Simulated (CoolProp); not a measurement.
CH3F (R41) at several states: density (kg/m³) from the reference equation and from simpler models built on Tc = 317.3 K, pc = 5.906 MPa, ω = 0.200; each cubic takes its own stable root.

The numbers come from the reference Helmholtz-energy equation of state, Lemmon 2006 in CoolProp. It is a short technical equation, of lower accuracy than the large ones.

| T (K) | p (MPa) | phase | reference | Redlich-Kwong | Peng-Robinson |
|---|---|---|---|---|---|
| 157.4 | 0.689 | liquid | 955.7 | 744.1 | 848.1 |
| 332.5 | 0.0686 | gas | 0.8478 | 0.8474 | 0.8477 |
| 395.2 | 0.0246 | gas | 0.2550 | 0.2550 | 0.2550 |
| 187.6 | 9.27 | liquid | 907.0 | 707.8 | 811.3 |
| 233.7 | 0.0599 | gas | 1.061 | 1.058 | 1.059 |
